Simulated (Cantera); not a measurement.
**Catalytic combustion on Pt**

An isothermal plug-flow reactor at 725 K and 1.30 bar (inlet), inlet velocity 0.3 m/s, active area per volume 2100 1/m; feed 0.553 % H₂, 6.47 % O₂, 93.0 % N₂, equivalence ratio 0.043.

Model: Deutschmann's 1995 Pt surface mechanism with GRI-Mech 3.0 gas chemistry, integrated in Cantera. Catalytic surfaces can have several steady states; this one follows from the mechanism file's or the stated starting coverage. Mass transfer to the wall is taken as infinitely fast.

```json
[
 {"z (m)": "9.5e-05", "x H₂": "0.00121", "x O₂": "0.0627", "x H₂O": "0.00433", "θ free Pt": "0.0386", "θ O*": "0.959", "θ OH*": "0.00252"},
 {"z (m)": "0.00016", "x H₂": "0.000752", "x O₂": "0.0625", "x H₂O": "0.00479", "θ free Pt": "0.0273", "θ O*": "0.970", "θ OH*": "0.00219"},
 {"z (m)": "0.00026", "x H₂": "0.000441", "x O₂": "0.0623", "x H₂O": "0.00510", "θ free Pt": "0.0206", "θ O*": "0.977", "θ OH*": "0.00195"},
 {"z (m)": "0.00044", "x H₂": "0.000210", "x O₂": "0.0622", "x H₂O": "0.00534", "θ free Pt": "0.0164", "θ O*": "0.982", "θ OH*": "0.00176"},
 {"z (m)": "0.00074", "x H₂": "7.45e-5", "x O₂": "0.0622", "x H₂O": "0.00547", "θ free Pt": "0.0143", "θ O*": "0.984", "θ OH*": "0.00166"},
 {"z (m)": "0.0012", "x H₂": "1.76e-5", "x O₂": "0.0621", "x H₂O": "0.00553", "θ free Pt": "0.0135", "θ O*": "0.985", "θ OH*": "0.00162"},
 {"z (m)": "0.002", "x H₂": "1.55e-6", "x O₂": "0.0621", "x H₂O": "0.00555", "θ free Pt": "0.0132", "θ O*": "0.985", "θ OH*": "0.00161"},
 {"z (m)": "0.0034", "x H₂": "2.27e-8", "x O₂": "0.0621", "x H₂O": "0.00555", "θ free Pt": "0.0132", "θ O*": "0.985", "θ OH*": "0.00160"},
 {"z (m)": "0.0057", "x H₂": "2.20e-11", "x O₂": "0.0621", "x H₂O": "0.00555", "θ free Pt": "0.0132", "θ O*": "0.985", "θ OH*": "0.00160"},
 {"z (m)": "0.0095", "x H₂": "<1e-12", "x O₂": "0.0621", "x H₂O": "0.00555", "θ free Pt": "0.0132", "θ O*": "0.985", "θ OH*": "0.00160"}
]
```
x: gas mole fraction; θ: surface coverage.
